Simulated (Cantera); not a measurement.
A freely propagating, adiabatic, planar premixed flame of 31.0 % H2, 9.68 % O2, 36.3 % N2, 23.0 % H2O, unburnt at 675 K and 4.00 bar; mixture-averaged transport, grid criteria slope 0.08 and curve 0.16, no radiation.

Detailed kinetics in Cantera: the H2/O2 subset of GRI-Mech 3.0, which has no nitrogen chemistry. The hydrogen kinetics of GRI-Mech 3.0 are dated; newer H2 mechanisms differ, most at raised pressure. Burning velocities carry a grid error of a few per cent, more on coarse grids.

### Question
Predict: laminar burning velocity; thermal thickness; peak x(H); peak x(OH); peak x(H2O2).

### Answer
- laminar burning velocity = 541 cm/s
- thermal thickness = 0.0730 mm
- peak x(H) = 0.0218
- peak x(OH) = 0.00535
- peak x(H2O2) = 0.000103
